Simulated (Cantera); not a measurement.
Cantera run:

```python
import numpy as np
import cantera as ct

gas_names = """
    H HO2 H2 H2O H2O2 O OH O2 O3 Ti TiO TiO2
""".split()
cond_names = """
    H2O(s) H2O(L) Ti(a) Ti(b) Ti(L) TiO(a) TiO(b) TiO(L) TiO2(ru) TiO2(L) Ti2O3(a) Ti2O3(b) Ti2O3(L)
    Ti3O5(a) Ti3O5(b) Ti3O5(L) Ti4O7(s) Ti4O7(L)
""".split()


def load(file, names, dense=False):
    # The tables refer to 1 bar. Condensed volumes are neglected.
    table = {s.name: s for s in ct.Species.list_from_file(file)}
    out = []
    for n in names:
        d = dict(table[n].input_data)
        d["thermo"] = dict(d["thermo"], **{"reference-pressure": 1e5})
        if dense:
            d["equation-of-state"] = {"model": "constant-volume", "density": "1e6 g/cm^3"}
        out.append(ct.Species.from_dict(d))
    return out


gas = ct.Solution(thermo="ideal-gas", species=load("nasa_gas.yaml", gas_names))
cond = {s.name: ct.Solution(thermo="fixed-stoichiometry", species=[s], name=s.name)
        for s in load("nasa_condensed.yaml", cond_names, dense=True)}
atoms = {
    'Ti': {'Ti': 1},
    'H2O': {'H': 2, 'O': 1},
}
top_T = {}  # K; cautious upper limits of use, not melting points


def equilibrate(T, P, feed):
    n = {}
    for name, mol in feed.items():
        for a, k in atoms[name].items():
            n[a] = n.get(a, 0.0) + k * mol
    gas.TPX = T, P, n
    mass = sum(n.values()) * gas.mean_molecular_weight
    gas.equilibrate("TP")
    valid = [c for c in cond.values() if c.min_temp <= T <= top_T.get(c.name, c.max_temp)]
    mix = ct.Mixture([(gas, mass / gas.mean_molecular_weight)] + [(c, 0.0) for c in valid])
    mix.T, mix.P = T, P
    mix.equilibrate("TP", solver="vcs", rtol=1e-11, max_steps=5000)
    return mix


results = []
P = 1333.22  # Pa
for T in [1748, 1773, 1798, 1823, 1848, 1873, 1898, 1923, 1948, 1973, 1998]:
    for m in [0.2, 0.37, 0.69, 1.3, 2.4, 4.4, 8.2, 15]:
        feed = {'Ti': 1, 'H2O': m}  # mol
        mix = equilibrate(T, P, feed)
        results.append((T, P, feed, dict(zip(mix.species_names, mix.species_moles))))

for T, P, feed, n in results:
    print(f"{T:7g} {feed['H2O']:10.4g}  " + (" + ".join(c for c in cond_names if n.get(c, 0) > 1e-12) or "gas only"))
```

Result:

```
   1748        0.2  Ti(b) + TiO(b)
   1748       0.37  Ti(b) + TiO(b)
   1748       0.69  Ti(b) + TiO(b)
   1748        1.3  TiO(b) + Ti2O3(b)
   1748        2.4  TiO2(ru)
   1748        4.4  TiO2(ru)
   1748        8.2  TiO2(ru)
   1748         15  TiO2(ru)
   1773        0.2  Ti(b) + TiO(b)
   1773       0.37  Ti(b) + TiO(b)
   1773       0.69  Ti(b) + TiO(b)
   1773        1.3  TiO(b) + Ti2O3(b)
   1773        2.4  TiO2(ru)
   1773        4.4  TiO2(ru)
   1773        8.2  TiO2(ru)
   1773         15  TiO2(ru)
   1798        0.2  Ti(b) + TiO(b)
   1798       0.37  Ti(b) + TiO(b)
   1798       0.69  Ti(b) + TiO(b)
   1798        1.3  TiO(b) + Ti2O3(b)
   1798        2.4  TiO2(ru)
   1798        4.4  TiO2(ru)
   1798        8.2  TiO2(ru)
   1798         15  TiO2(ru)
   1823        0.2  Ti(b) + TiO(b)
   1823       0.37  Ti(b) + TiO(b)
   1823       0.69  Ti(b) + TiO(b)
   1823        1.3  TiO(b) + Ti2O3(b)
   1823        2.4  TiO2(ru)
   1823        4.4  TiO2(ru)
   1823        8.2  TiO2(ru)
   1823         15  TiO2(ru)
   1848        0.2  Ti(b) + TiO(b)
   1848       0.37  Ti(b) + TiO(b)
   1848       0.69  Ti(b) + TiO(b)
   1848        1.3  TiO(b) + Ti2O3(b)
   1848        2.4  TiO2(ru)
   1848        4.4  TiO2(ru)
   1848        8.2  TiO2(ru)
   1848         15  TiO2(ru)
   1873        0.2  Ti(b) + TiO(b)
   1873       0.37  Ti(b) + TiO(b)
   1873       0.69  Ti(b) + TiO(b)
   1873        1.3  TiO(b) + Ti2O3(b)
   1873        2.4  TiO2(ru)
   1873        4.4  TiO2(ru)
   1873        8.2  TiO2(ru)
   1873         15  TiO2(ru)
   1898        0.2  Ti(b) + TiO(b)
   1898       0.37  Ti(b) + TiO(b)
   1898       0.69  Ti(b) + TiO(b)
   1898        1.3  TiO(b) + Ti2O3(b)
   1898        2.4  TiO2(ru)
   1898        4.4  TiO2(ru)
   1898        8.2  TiO2(ru)
   1898         15  TiO2(ru)
   1923        0.2  Ti(b) + TiO(b)
   1923       0.37  Ti(b) + TiO(b)
   1923       0.69  Ti(b) + TiO(b)
   1923        1.3  TiO(b) + Ti2O3(b)
   1923        2.4  TiO2(ru)
   1923        4.4  TiO2(ru)
   1923        8.2  TiO2(ru)
   1923         15  TiO2(ru)
   1948        0.2  Ti(L) + TiO(b)
   1948       0.37  Ti(L) + TiO(b)
   1948       0.69  Ti(L) + TiO(b)
   1948        1.3  TiO(b) + Ti2O3(b)
   1948        2.4  TiO2(ru) + Ti4O7(s)
   1948        4.4  TiO2(ru)
   1948        8.2  TiO2(ru)
   1948         15  TiO2(ru)
   1973        0.2  Ti(L) + TiO(b)
   1973       0.37  Ti(L) + TiO(b)
   1973       0.69  Ti(L) + TiO(b)
   1973        1.3  TiO(b) + Ti2O3(b)
   1973        2.4  TiO2(ru) + Ti4O7(L)
   1973        4.4  TiO2(ru)
   1973        8.2  TiO2(ru)
   1973         15  TiO2(ru)
   1998        0.2  Ti(L) + TiO(b)
   1998       0.37  Ti(L) + TiO(b)
   1998       0.69  Ti(L) + TiO(b)
   1998        1.3  TiO(b) + Ti2O3(b)
   1998        2.4  Ti4O7(L)
   1998        4.4  TiO2(ru)
   1998        8.2  TiO2(ru)
   1998         15  TiO2(ru)
```

Cantera equilibrium calculation (NASA polynomials, part measured and part estimated; ideal gas, pure solids and liquids). Mutual solubility and eutectic melting of coexisting phases are not modelled. TiO: taken at fixed stoichiometry. Condensed phases not in the tables: Magnéli phases beyond Ti4O7, N, O or C dissolved in the metal.
